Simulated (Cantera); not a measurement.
Mixture: CH4 : CO : O2 : N2 = 1 : 0.11 : 4.67 : 14 (molar parts), equivalence ratio 0.44, at 5.00 bar, adiabatic and at constant volume. Ignition delay is the time to a rise of 400 K.

Cantera simulation using GRI-Mech 3.0 (53 species, 325 reactions); the numbers are that mechanism's predictions, not measurements.

### Question
What does this change do: 1.5 parts H2O added?

### Answer
| quantity | before | after |
|---|---|---|
| delay at 1175 K | 7.98 ms | 8.52 ms |
| delay at 1325 K | 1.20 ms | 1.34 ms |
| delay at 1475 K | 0.251 ms | 0.280 ms |
| delay at 1625 K | 70.4 µs | 74.6 µs |
| delay at 1775 K | 25.2 µs | 24.9 µs |
| apparent activation energy between 1625 and 1775 K | 160 kJ/mol | 180 kJ/mol |

### Question
What does this change do: constant pressure in place of constant volume?

### Answer
```
quantity                                                before       after
--------------------------------------------------  ----------  ----------
delay at 1175 K                                        7.98 ms     8.26 ms
delay at 1325 K                                        1.20 ms     1.26 ms
delay at 1475 K                                       0.251 ms    0.264 ms
delay at 1625 K                                        70.4 µs     74.3 µs
delay at 1775 K                                        25.2 µs     26.8 µs
apparent activation energy between 1625 and 1775 K  160 kJ/mol  160 kJ/mol
```
